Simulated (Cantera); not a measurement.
An isothermal, constant-pressure homogeneous reactor starts with CH4 : CO2 = 1 : 0.56 (molar parts), at 1373 K and 0.310 bar.

Model: GRI-Mech 3.0 (53 species, 325 reactions), integrated in Cantera. GRI-Mech 3.0 stops at C3 and has no aromatics, soot or wall deposition, so with more carbon than oxygen in the feed, carbon stays in small species such as C2H2 where larger ones or solid carbon would form.

Q: Predict: x(CH4) at 4.00 s; x(CO2) at 4.00 s; x(H) at 4.00 s; x(H2) at 4.00 s; x(C2H4) at 4.00 s.

A: 
* **x(CH4) at 4.00 s**: 0.511 (gas-phase equilibrium 0.0749)
* **x(CO2) at 4.00 s**: 0.317 (gas-phase equilibrium 5.35e-7)
* **x(H) at 4.00 s**: 5.96e-7 (gas-phase equilibrium 4.25e-6)
* **x(H2) at 4.00 s**: 0.102 (gas-phase equilibrium 0.498)
* **x(C2H4) at 4.00 s**: 0.00409 (gas-phase equilibrium 0.00575)
